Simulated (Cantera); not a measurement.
Titanium nitride, carbide and oxide coatings: Ti(OiPr)₄ + H₂O

Feed: 1 mol Ti(OiPr)₄, 0.39 mol H₂O.

Equilibrium computed with Cantera from the NASA thermochemical tables; the gas is ideal and each condensed phase is pure. Candidate condensed phases: C, C₆H₆, C₇H₈, C₈H₁₈, H₂O, Ti, TiC, TiO, TiO₂, Ti₂O₃, Ti₃O₅, Ti₄O₇; 113 gas species. The feed counts by its element totals alone. Mutual solubility and eutectic melting of coexisting phases are not modelled. TiC: taken at fixed stoichiometry. Condensed phases not in the tables: Magnéli phases beyond Ti₄O₇. Gases not in the tables: TiO(OH)₂. Kinetics and transport are ignored.

Stable condensed phases:

```
T in K \ P in Pa
             10     28     77    220    600   1700   4600  13000  36000 100000
   2100       A      A      A      A      A      A      A      A      A      A
   2000       A      A      A      A      A      A      A      A      A      A
   1900       A      A      A      A      A      A      A      A      A      A
   1800       A      A      A      A      A      A      A      A      A      A
   1700       A      A      A      A      A      A      A      A      A      A
   1600       A      A      A      A      A      A      A      A      A      A
   1500       A      A      A      A      A      A      A      A      A      A
   1400       A      A      A      A      A      A      A      A      B      C
   1300       A      A      A      A      A      A      B      C      C      D
   1200       A      A      A      A      A      C      D      D      E      E
```

A: C + TiC; B: C + TiC + Ti₃O₅; C: C + Ti₃O₅; D: C + Ti₄O₇; E: C + TiO₂.
